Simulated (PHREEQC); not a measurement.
A solution holds 1.1 mmol/kgw H3AsO4, 0.56 mmol/kgw NaOH and 0.27 mmol/kgw FeCl3, at 85 °C. Closed to the air; pH follows from the charge balance.

Computed with PHREEQC (ion-association model, wateq4f.dat).

Precipitation was switched off in this run.

Problem. Order these Fe species by the share of Fe that they hold, largest first: FeOH+2, Fe(OH)3, Fe(OH)2+, Fe+3.

Solution. Fe(OH)2+ (71 %), FeOH+2 (29 %), Fe+3 (0.22 %), Fe(OH)3 (0.10 %)

The pH is 3.12 and the ionic strength 0.00178 mol/kgw. Examples of supersaturated solids here: Hematite (slow to form), Goethite (slow to form). Others may be too. The database's scorodite may be far more soluble than the real mineral, and it has no iron arsenate complexes; the constant wasn't checked at its source. Away from 25 °C the constants follow the database's enthalpies or fits; those with neither stay at their 25 °C values.
